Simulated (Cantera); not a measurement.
Input (Python, Cantera) and output of one run.

```python
import numpy as np
import cantera as ct

gas_names = """
    F F2 N NF NF2 NF3 N2 Si SiF SiF2 SiF3 SiF4 SiN Si2 Si2N Si3
""".split()
cond_names = """
    Si(cr) Si(L) Si3N4(a)
""".split()


# ... load() reads the species with a 1 bar reference pressure and builds the phases ...
atoms = {
    'Si': {'Si': 1},
    'NF3': {'N': 1, 'F': 3},
    'F2': {'F': 2},
}
top_T = {'Si3N4(a)': 2400}  # K; cautious upper limits of use, not melting points


# ... equilibrate(T, P, feed) seeds the gas with the atoms and calls Mixture.equilibrate('TP', solver="vcs", rtol=1e-11, max_steps=5000) ...
results = []
feed = {'Si': 1, 'NF3': 2.6, 'F2': 1}  # mol
P = 1333.22  # Pa
for T in [873, 923, 973, 1023, 1073, 1123, 1173, 1223, 1273, 1323, 1373]:
    mix = equilibrate(T, P, feed)
    results.append((T, P, feed, dict(zip(mix.species_names, mix.species_moles))))

top = {s: max(r[3][s] / sum(r[3][g] for g in gas_names) for r in results) for s in gas_names}
cols = sorted((s for s in top if top[s] > 1e-05), key=lambda s: -top[s])[:7]
seen = [c for c in cond_names if any(r[3].get(c, 0) > 1e-12 for r in results)]
print("log10 of partial pressures in bar; condensed amounts in mol")
print(f"{'T/K':>10s}" + "".join(f"{s[:9]:>10s}" for s in cols + seen))
for T, P, feed, n in results:
    ng = sum(n[g] for g in gas_names)
    print(f"{T:10.4g}" + "".join(f"{np.log10(max(n[s] / ng * P / 1e5, 1e-99)):10.3f}" for s in cols)
          + "".join(f"{n.get(c, 0):10.4g}" for c in seen))
```

Result:

```
log10 of partial pressures in bar; condensed amounts in mol
       T/K         F        F2        N2      SiF4       NF3
       873    -2.746    -2.226    -2.511    -2.618    -3.999
       923    -2.516    -2.298    -2.531    -2.643    -4.539
       973    -2.336    -2.416    -2.560    -2.673    -5.107
      1023    -2.206    -2.588    -2.593    -2.707    -5.720
      1073    -2.121    -2.812    -2.622    -2.736    -6.376
      1123    -2.073    -3.073    -2.643    -2.757    -7.057
      1173    -2.047    -3.351    -2.655    -2.769    -7.732
      1223    -2.034    -3.627    -2.662    -2.776    -8.382
      1273    -2.028    -3.892    -2.665    -2.779    -8.995
      1323    -2.024    -4.143    -2.667    -2.781    -9.568
      1373    -2.023    -4.379    -2.668    -2.782   -10.104
```

Method: chemical equilibrium by Gibbs-energy minimisation in Cantera with the NASA 1993 tables (ideal gas, pure condensed phases).
